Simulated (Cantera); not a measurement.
Input: 1 mol Ca(OH)₂, 0.065 mol C, a varied amount of CO₂, held at 325 °C and 0.420 bar.

Equilibrium computed with Cantera from the NASA thermochemical tables; the gas is ideal and each condensed phase is pure. Candidate condensed phases: C, C₆H₆, C₇H₈, C₈H₁₈, Ca, CaCO₃, CaO, Ca(OH)₂, H₂O; 115 gas species. Rates play no part.

Task: At 0.15 mol CO₂, list the 3 most abundant gas species with their mole fractions, and the condensed phases.

Result: H₂ 0.549, H₂O 0.431, CH₄ 0.0200. Condensed: CaCO₃(calcite) + Ca(OH)₂(s).
